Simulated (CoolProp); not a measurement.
Saturation properties of oxygen (Tc = -118.6 °C, pc = 5.046 MPa, ω = 0.022).

The numbers come from the reference Helmholtz-energy equation of state, Schmidt 1985 in CoolProp.

| T (°C) | p (MPa) | surface tension (mN/m) | liquid viscosity (µPa s) | vapour viscosity (µPa s) |
|---|---|---|---|---|
| -159.15 | 0.7090 | [?] | [?] | 8.89 |
| -155.65 | 0.8817 | 6.69 | 103 | [?] |
| -152.15 | 1.083 | 5.92 | 95.3 | 9.52 |
| -148.75 | 1.308 | 5.20 | 88.3 | 9.85 |
| -145.25 | 1.573 | 4.47 | 81.5 | 10.2 |
| -141.75 | [?] | 3.76 | 75.0 | 10.6 |
| -138.35 | 2.204 | [?] | 69.0 | 11.0 |
| -134.85 | 2.586 | 2.44 | 63.1 | 11.5 |
| -131.45 | 3.001 | 1.83 | 57.4 | 12.1 |
| -127.95 | 3.476 | 1.24 | 51.5 | 12.9 |
| -124.45 | 4.007 | 0.701 | 45.4 | 14.1 |
| -121.05 | 4.580 | [?] | 38.3 | 16.2 |

Task: Fill in the missing entries.

Result: 
- -159.15, surface tension (mN/m): 7.47
- -159.15, liquid viscosity (µPa s): 111
- -155.65, vapour viscosity (µPa s): 9.20
- -141.75, p (MPa): 1.874
- -138.35, surface tension (mN/m): 3.10
- -121.05, surface tension (mN/m): 0.243

It boils at -183.0 °C under 1 atm.

Viscosity comes from a separate model (Lemmon 2004). Surface tension comes from a separate correlation (Mulero 2012).
